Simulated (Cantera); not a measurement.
Mixture: CO : H₂ : O₂ : N₂ = 1 : 0.056 : 0.352 : 1.32 (molar parts), equivalence ratio 1.5, at 5.00 bar, adiabatic and at constant volume. Ignition delay is the time to a rise of 400 K.

Detailed kinetics in Cantera: GRI-Mech 3.0 (53 species, 325 reactions). The hydrogen kinetics of GRI-Mech 3.0 are dated; newer H2 mechanisms differ, most at raised pressure. Where the delays flatten at high temperature, the 400 K rule measures the pace of heat release, not the induction time.

Q: Predict: delay at 950 K; delay at 1150 K; delay at 1350 K; delay at 1550 K.

A: delay at 950 K: 9.39 ms
delay at 1150 K: 76.6 µs
delay at 1350 K: 14.7 µs
delay at 1550 K: 8.09 µs
